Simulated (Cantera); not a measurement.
Reactions in the system C-H-Ta

Standard-state values (1 bar) from the NASA 1993 polynomials, evaluated with Cantera. Values are per mole of reaction as written; species without (g) are pure solids or liquids, kept so even where they would boil at 1 bar. TaC: taken at fixed stoichiometry.

C2H6(g) + 4 TaC ⇌ 4 Ta + 3 C2H2(g)

| T (K) | ΔH° (kJ) | ΔS° (J/K) | ΔG° (kJ) | log10 K |
|---|---|---|---|---|
| 300 | 1344.9 | 370.1 | 1233.9 | -214.83 |
| 600 | 1350.5 | 384.3 | 1120.0 | -97.50 |
| 700 | 1350.8 | 384.7 | 1081.5 | -80.70 |
| 800 | 1350.6 | 384.4 | 1043.1 | -68.10 |
| 900 | 1350.0 | 383.8 | 1004.6 | -58.31 |
| 1000 | 1349.1 | 382.8 | 966.3 | -50.47 |
